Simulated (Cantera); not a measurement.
A perfectly stirred reactor is fed with CH4 : C2H6 : C3H8 : O2 : N2 = 1 : 0.13 : 0.43 : 3.07 : 11.5 (molar parts), at 5.00 bar; it is adiabatic with a 650 K inlet, and is followed from long to short residence time, starting on the burning branch (τ in s: 0.26, 0.089, 0.03, 0.0099, 0.0033, 0.0011, 0.00037, 0.00012, 4.2e-05, 1.4e-05).

Model: GRI-Mech 3.0 (53 species, 325 reactions), integrated in Cantera. GRI-Mech 3.0 was tuned for natural gas; its chemistry of propane as a main component is partial and can be far from experiment.

x: mole fraction; the columns are a selection and need not sum to one.

| τ (s) | T (K) | x CH4 | x C2H6 | x C3H8 | x H | x O | x CH2CO | x OH |
|---|---|---|---|---|---|---|---|---|
| 0.26 | 2200 | 3.34e-5 | 8.00e-9 | 2.06e-8 | 0.000752 | 1.77e-6 | 1.19e-7 | 0.000233 |
| 0.089 | 2199 | 8.07e-5 | 2.39e-8 | 5.84e-8 | 0.000815 | 2.13e-6 | 3.32e-7 | 0.000253 |
| 0.030 | 2198 | … | … | … | … | … | … | … |
| 0.0099 | 2197 | 0.000421 | 2.57e-7 | 4.83e-7 | 0.000986 | 3.72e-6 | 2.73e-6 | 0.000314 |
| 0.0033 | 2195 | 0.000822 | 8.73e-7 | 1.37e-6 | 0.00111 | 5.90e-6 | 7.55e-6 | 0.000367 |
| 0.0011 | 2188 | 0.00137 | 2.80e-6 | 3.82e-6 | 0.00131 | 1.11e-5 | 1.90e-5 | 0.000455 |
| 0.00037 | 2168 | 0.00208 | 8.61e-6 | 1.06e-5 | 0.00157 | 2.31e-5 | 4.36e-5 | 0.000576 |
| 0.00012 | 2113 | 0.00351 | 3.26e-5 | 3.44e-5 | 0.00173 | 4.96e-5 | 0.000110 | 0.000667 |
| 4.2e-5 | 650 | 0.0620 | 0.00806 | 0.0267 | <1e-12 | <1e-12 | <1e-12 | <1e-12 |
| 1.4e-5 | 650 | 0.0620 | 0.00806 | 0.0267 | <1e-12 | <1e-12 | <1e-12 | <1e-12 |

### Question
Complete the blanks.

### Answer

- 0.030, x CH4: 0.000188
- 0.030, x C2H6: 7.56e-8
- 0.030, x C3H8: 1.67e-7
- 0.030, x H: 0.000893
- 0.030, x O: 2.70e-6
- 0.030, x CH2CO: 9.39e-7
- 0.030, x OH: 0.000279
